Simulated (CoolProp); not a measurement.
A single-stage vapour-compression cycle with R21: evaporating at 244.15 K (dew point), condensing at 282.15 K (bubble point), superheat 5 K, subcooling 5 K, compressor efficiency 0.9, no pressure losses. Each further row changes one setting.

Values from CoolProp's reference Helmholtz-energy equation of state, Platzer 1990. This equation is an older, rougher fit; its heat capacities, sound speeds and derivatives of the liquid may be far off and weren't checked against measurements.

```json
[
 {"case": "as stated", "cooling COP": "5.23", "pressure ratio": "5.71", "discharge temperature (K)": "326.2", "refrigerating effect (kJ/kg)": "228", "volumetric capacity (kJ/m³)": "204"},
 {"case": "evaporating temperature 249.15 K", "cooling COP": "6.25", "pressure ratio": "?", "discharge temperature (K)": "319.7", "refrigerating effect (kJ/kg)": "231", "volumetric capacity (kJ/m³)": "264"},
 {"case": "condensing temperature 277.15 K", "cooling COP": "?", "pressure ratio": "4.69", "discharge temperature (K)": "317.0", "refrigerating effect (kJ/kg)": "233", "volumetric capacity (kJ/m³)": "209"},
 {"case": "subcooling 10 K", "cooling COP": "?", "pressure ratio": "5.71", "discharge temperature (K)": "326.2", "refrigerating effect (kJ/kg)": "233", "volumetric capacity (kJ/m³)": "209"},
 {"case": "superheat 15 K", "cooling COP": "5.16", "pressure ratio": "5.71", "discharge temperature (K)": "?", "refrigerating effect (kJ/kg)": "234", "volumetric capacity (kJ/m³)": "201"},
 {"case": "compressor efficiency 0.8", "cooling COP": "4.65", "pressure ratio": "5.71", "discharge temperature (K)": "?", "refrigerating effect (kJ/kg)": "228", "volumetric capacity (kJ/m³)": "204"}
]
```

Task: Complete the blanks.

Result: 
- evaporating temperature 249.15 K, pressure ratio: 4.38
- condensing temperature 277.15 K, cooling COP: 6.11
- subcooling 10 K, cooling COP: 5.35
- superheat 15 K, discharge temperature (K): 337.6
- compressor efficiency 0.8, discharge temperature (K): 334.7
